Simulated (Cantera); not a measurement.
What does this Cantera script print?

```python
import numpy as np
import cantera as ct

gas_names = """
    CL CL2 H HCL H2 Si SiCL SiCL2 SiCL3 SiCL4 SiH SiHCL3 SiH2 SiH2CL2 SiH3 SiH3CL SiH4 Si2 Si3
""".split()
cond_names = """
    Si(cr) Si(L)
""".split()


def load(file, names, dense=False):
    # The tables refer to 1 bar. Condensed volumes are neglected.
    table = {s.name: s for s in ct.Species.list_from_file(file)}
    out = []
    for n in names:
        d = dict(table[n].input_data)
        d["thermo"] = dict(d["thermo"], **{"reference-pressure": 1e5})
        if dense:
            d["equation-of-state"] = {"model": "constant-volume", "density": "1e6 g/cm^3"}
        out.append(ct.Species.from_dict(d))
    return out


gas = ct.Solution(thermo="ideal-gas", species=load("nasa_gas.yaml", gas_names))
cond = {s.name: ct.Solution(thermo="fixed-stoichiometry", species=[s], name=s.name)
        for s in load("nasa_condensed.yaml", cond_names, dense=True)}
atoms = {
    'SiHCl3': {'Si': 1, 'H': 1, 'CL': 3},
    'H2': {'H': 2},
    'HCl': {'H': 1, 'CL': 1},
}
top_T = {}  # K; cautious upper limits of use, not melting points


def equilibrate(T, P, feed):
    n = {}
    for name, mol in feed.items():
        for a, k in atoms[name].items():
            n[a] = n.get(a, 0.0) + k * mol
    gas.TPX = T, P, n
    mass = sum(n.values()) * gas.mean_molecular_weight
    gas.equilibrate("TP")
    valid = [c for c in cond.values() if c.min_temp <= T <= top_T.get(c.name, c.max_temp)]
    mix = ct.Mixture([(gas, mass / gas.mean_molecular_weight)] + [(c, 0.0) for c in valid])
    mix.T, mix.P = T, P
    mix.equilibrate("TP", solver="vcs", rtol=1e-11, max_steps=5000)
    return mix


results = []
feed = {'SiHCl3': 1, 'H2': 140, 'HCl': 0.41}  # mol
P = 13332.2  # Pa
for T in [873, 923, 973, 1023, 1073, 1123, 1173, 1223, 1273, 1323, 1373]:
    mix = equilibrate(T, P, feed)
    results.append((T, P, feed, dict(zip(mix.species_names, mix.species_moles))))

top = {s: max(r[3][s] / sum(r[3][g] for g in gas_names) for r in results) for s in gas_names}
cols = sorted((s for s in top if top[s] > 1e-06), key=lambda s: -top[s])[:8]
seen = [c for c in cond_names if any(r[3].get(c, 0) > 1e-12 for r in results)]
print("log10 of partial pressures in bar; condensed amounts in mol")
print(f"{'T/K':>10s}" + "".join(f"{s[:9]:>10s}" for s in cols + seen))
for T, P, feed, n in results:
    ng = sum(n[g] for g in gas_names)
    print(f"{T:10.4g}" + "".join(f"{np.log10(max(n[s] / ng * P / 1e5, 1e-99)):10.3f}" for s in cols)
          + "".join(f"{n.get(c, 0):10.4g}" for c in seen))
```

Result:

```
log10 of partial pressures in bar; condensed amounts in mol
       T/K        H2       HCL     SiCL4    SiHCL3     SiCL2   SiH2CL2     SiCL3         H    Si(cr)
       873    -0.879    -3.487    -3.370    -3.431    -5.992    -4.533    -5.565   -10.769    0.1185
       923    -0.879    -3.267    -3.407    -3.468    -5.496    -4.538    -5.254   -10.051    0.1818
       973    -0.880    -3.076    -3.467    -3.521    -5.067    -4.556    -4.996    -9.406    0.2678
      1023    -0.881    -2.916    -3.562    -3.600    -4.700    -4.594    -4.793    -8.824    0.3747
      1073    -0.882    -2.784    -3.705    -3.714    -4.398    -4.657    -4.653    -8.295    0.4939
      1123    -0.883    -2.685    -3.915    -3.878    -4.163    -4.754    -4.586    -7.812    0.6088
      1173    -0.884    -2.619    -4.203    -4.101    -3.997    -4.891    -4.597    -7.370    0.6999
      1223    -0.884    -2.581    -4.562    -4.375    -3.892    -5.064    -4.678    -6.964    0.7568
      1273    -0.885    -2.564    -4.958    -4.677    -3.830    -5.255    -4.802    -6.589    0.7845
      1323    -0.885    -2.556    -5.360    -4.983    -3.791    -5.451    -4.944    -6.242    0.7949
      1373    -0.885    -2.554    -5.749    -5.280    -3.763    -5.640    -5.089    -5.920    0.7968
```

Equilibrium computed with Cantera from the NASA thermochemical tables; the gas is ideal and each condensed phase is pure. The tables' values for SiCl3 are old estimates; treat these amounts as uncertain.
